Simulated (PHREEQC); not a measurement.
Make-up at 25 °C and 500 atm: 0.18 mol/kgw NH3 and 0.00069 mol/kgw Na2SiO3. It is in equilibrium with CO2 at log p = 0 (atm). Otherwise closed; pH follows from the charge balance.

All values are PHREEQC results (ion-association model, phreeqc.dat), not measurements.

Each row changes one thing in this solution. Precipitation was switched off in this run.

```csv
case,pH,ionic strength (mol/kgw),HCO3- (mol/kgw),CO3-2 (mol/kgw),NaHCO3 (mol/kgw)
as made,7.03,0.181,0.180,0.000353,0.000116
NH3 from 0.18 to 0.36 mol/kgw,7.31,0.361,0.356,0.00157,0.000190
NH3 left out,5.01,0.00139,0.00139,(withheld),1.59e-6
Na2SiO3 replaced by NaBF4 at the same molality,7.02,0.180,0.176,0.000340,5.69e-5
diluted 10-fold with water,6.09,0.0181,0.0181,(withheld),(withheld)
Na2SiO3 from 0.00069 to 0.00103 mol/kgw,7.03,0.182,0.180,0.000356,0.000173
diluted 100-fold with water,5.13,0.00182,0.00182,2.26e-8,2.07e-8
NH3 from 0.18 to 0.036 mol/kgw,6.39,0.0373,0.0373,1.20e-5,3.25e-5
```

Problem. Fill in the missing entries.

Solution. 
- NH3 left out, CO3-2 (mol/kgw): 1.30e-8
- diluted 10-fold with water, CO3-2 (mol/kgw): 2.61e-6
- diluted 10-fold with water, NaHCO3 (mol/kgw): 1.73e-6

Some of these states are supersaturated (in Quartz (slow to form), Chalcedony (slow to form), for instance). Under pressure, the constants of complexes without a molar volume in the database are unreliable. Carbamate, which ammonia and carbonate form, is missing from the database. Real BF4- forms and hydrolyses slowly; the run takes it at equilibrium.
